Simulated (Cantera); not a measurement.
An isothermal, constant-pressure homogeneous reactor starts with 1.27 % CH₃OH, 0.725 % O₂, 98.0 % N₂, equivalence ratio 2.6, at 1150 K and 3750 Torr.

Model: GRI-Mech 3.0 (53 species, 325 reactions), integrated in Cantera. GRI-Mech 3.0 was tuned for natural gas; its chemistry of methanol as a main component is partial and can be far from experiment.

One state of this run: x CH₃OH = 1.19e-10; x O₂ = 1.13e-6; x CH₂CO = 2.77e-10; x O = 4.68e-11; x NO = 1.79e-9. x: mole fraction; the columns are a selection and need not sum to one.

Problem. Which value of t (s) does it belong to?
(A) 0.00103
(B) 0.0485
(C) 2.17e-5
(D) 8.30

Solution. B, 0.0485
